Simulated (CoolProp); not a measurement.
Vapour pressure (kPa) of dodecamethylcyclohexasiloxane (D6): the reference equation beside estimates from Tc = 645.8 K, pc = 961.4 kPa, ω = 0.736. Clausius-Clapeyron is anchored at 420 K with a constant enthalpy of vaporisation of 55.81 kJ/mol.

Model: reference Helmholtz-energy equation of state, Colonna 2008, in CoolProp. It is a short technical equation, of lower accuracy than the large ones.

```tsv
T (K)	reference	Lee-Kesler	Clausius-Clapeyron	van der Waals	Redlich-Kwong	Soave-Redlich-Kwong	Peng-Robinson
385.9	1.328	1.335	1.408	81.60	18.87	1.318	1.492
402.9	2.883	2.881	2.934	104.3	29.34	2.859	3.154
420	5.781	5.766	5.781	131.0	43.77	5.747	6.203
437.1	10.78	10.76	10.80	162.0	62.90	10.77	11.41
454.1	18.84	18.85	19.19	197.3	87.36	18.93	19.76
471.2	31.30	31.42	32.82	237.4	118.2	31.67	32.65
488.3	49.67	50.02	54.05	282.5	156.1	50.61	51.64
505.3	75.55	76.31	85.83	332.4	201.6	77.52	78.43
```

Absolute difference from the reference over all 8 rows, mean and median: Lee-Kesler 0.4 and 0.3 %, Clausius-Clapeyron 4.6 and 3.4 %, van der Waals 1943.2 and 1175.0 %, Redlich-Kwong 550.2 and 423.6 %, Soave-Redlich-Kwong 1.1 and 0.8 %, Peng-Robinson 6.5 and 5.4 %.
